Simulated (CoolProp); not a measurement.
Computed with CoolProp (reference Helmholtz-energy equation of state, Thol 2016).

Problem. Give the vapour pressure (kPa), vapour density (kg/m³), liquid cp (kJ/(kg K)) of saturated hexamethyldisiloxane (MM) at 155.15, 199.65 °C.

Solution. 
```json
[
 {"T (°C)": "155.15", "p (kPa)": "391", "vapour density (kg/m³)": "21.4", "liquid cp (kJ/(kg K))": "2.31"},
 {"T (°C)": "199.65", "p (kPa)": "915", "vapour density (kg/m³)": "54.7", "liquid cp (kJ/(kg K))": "2.56"}
]
```
